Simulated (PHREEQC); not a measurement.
A solution holds 0.0017 mol/kgw CdCl2 and 0.13 mol/kgw H2SO4, at 25 °C. Closed to the air; pH follows from the charge balance.

The numbers come from PHREEQC with the ion-association model, phreeqc.dat.

No solid was allowed to form.

Task: Order these S species by the share of S that they hold, largest first: HSO4-, CdSO4, SO4-2, Cd(SO4)2-2.

Result: HSO4- (82 %), SO4-2 (17 %), CdSO4 (0.42 %), Cd(SO4)2-2 (0.20 %)

The pH is 0.91 and the ionic strength 0.178 mol/kgw.
